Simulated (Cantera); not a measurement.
# NO annealing gas

An isothermal, constant-pressure homogeneous reactor starts with 96.6 % NO, 3.38 % N2, at 2000 K and 0.987 atm.

Computed with Cantera and GRI-Mech 3.0 (53 species, 325 reactions).

| t (s) | x NO | x O2 | x N2 | x N2O | x NO2 | x O |
|---|---|---|---|---|---|---|
| 1.00e-5 | 0.966 | 6.44e-8 | 0.0338 | 1.07e-5 | 3.33e-6 | 7.64e-6 |
| 5.55e-5 | 0.966 | 1.48e-6 | 0.0338 | 5.64e-5 | 4.31e-5 | 2.01e-5 |
| 0.000308 | 0.965 | 6.74e-5 | 0.0339 | 0.000235 | 0.000267 | 6.29e-5 |
| 0.00171 | 0.962 | 0.00153 | 0.0354 | 0.000428 | 0.000456 | 9.74e-5 |
| 0.00949 | 0.944 | 0.0107 | 0.0447 | 0.000414 | 0.000553 | 0.000117 |
| 0.0527 | 0.847 | 0.0585 | 0.0927 | 0.000324 | 0.000835 | 0.000187 |
| 0.292 | 0.496 | 0.234 | 0.269 | 0.000105 | 0.000909 | 0.000334 |
| 1.62 | 0.0804 | 0.442 | 0.477 | 2.98e-6 | 0.000201 | 0.000449 |
| 9.01 | 0.0106 | 0.477 | 0.511 | 4.34e-7 | 2.76e-5 | 0.000465 |
| 50.0 | 0.00935 | 0.478 | 0.512 | 4.24e-7 | 2.43e-5 | 0.000465 |
x: mole fraction; the columns are a selection and need not sum to one.

Equilibrium at this temperature and pressure: NO 0.00935, O2 0.478, N2 0.512, N2O 4.24e-7, NO2 2.43e-5, O 0.000465 (gas phase only).
